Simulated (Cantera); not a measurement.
A closed system holds: 1 mol CuO, 2.5 mol CO, 9.6 mol H2, held at 1.60 mbar.

Equilibrium computed with Cantera from the NASA thermochemical tables; the gas is ideal and each condensed phase is pure. Candidate condensed phases: C, C6H6, C7H8, C8H18, Cu, CuO, Cu(OH)2, Cu2O, H2O; 113 gas species. Rates play no part.

Q: Which condensed phases are stable at each of these points (T (°C)): 552, 652, 752, 852, 952, 1052, 1152, 1252?

A: 
| T (°C) | condensed phases | Cu condensed (%) |
|---|---|---|
| 552 | Cu(s) | 100.0 |
| 652 | Cu(s) | 100.0 |
| 752 | Cu(s) | 100.0 |
| 852 | Cu(s) | 100.0 |
| 952 | Cu(s) | 100.0 |
| 1052 | Cu(s) | 99.8 |
| 1152 | Cu(l) | 98.4 |
| 1252 | Cu(l) | 90.5 |

From 552 °C to 1052 °C the condensed part is Cu(s). From 1152 °C to 1252 °C the condensed part is Cu(l).
